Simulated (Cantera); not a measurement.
Input: 1 mol SiO₂, 2600 mol H₂, 7 mol N₂, at 1298.15 K and 1 atm.

Cantera equilibrium calculation (NASA polynomials, part measured and part estimated; ideal gas, pure solids and liquids). Candidate condensed phases: H₂O, Si, SiO₂, Si₂N₂O, Si₃N₄; 35 gas species. N₂ is the only nitrogen source here; it is nearly inert below about 1500 K, so the nitride shown seldom forms there in practice. Mutual solubility and eutectic melting of coexisting phases are not modelled. The tables hold silica as quartz up to 1696 K and as liquid above; real silica turns to tridymite and cristobalite and melts near 1996 K. Rates play no part.

Base state: H₂ 0.997, N₂ 0.00266, H₂O 6.49e-5 (mole fractions); condensed: SiO₂(β-quartz) + Si₂N₂O(s).

Task: What changes in the equilibrium state with this change: SiO₂ replaced by FeS₂?

Result: 
```json
[
 {"species": "H₂", "before": "0.997", "after": "0.997"},
 {"species": "N₂", "before": "0.00266", "after": "0.00268"},
 {"species": "H₂S", "before": "0", "after": "0.000767"},
 {"species": "H₂O", "before": "6.49e-5", "after": "0"},
 {"species": "SiO₂(β-quartz), mol", "before": "0.887", "after": "0"},
 {"species": "Si₂N₂O(s), mol", "before": "0.0564", "after": "0"},
 {"species": "Fe(γ), mol", "before": "0", "after": "1.000"}
]
```
Further candidate phases: Fe, FeS, FeS₂, S.

Task: What changes in the equilibrium state with this change: temperature from 1298.15 K to 923 K?

Result: 
```
species               before    after
-------------------  -------  -------
H₂                     0.997    0.997
N₂                   0.00266  0.00265
NH₃                  6.50e-6  5.25e-5
H₂O                  6.49e-5  1.36e-5
SiO₂(β-quartz), mol    0.887    0.976
Si₂N₂O(s), mol        0.0564   0.0118
```
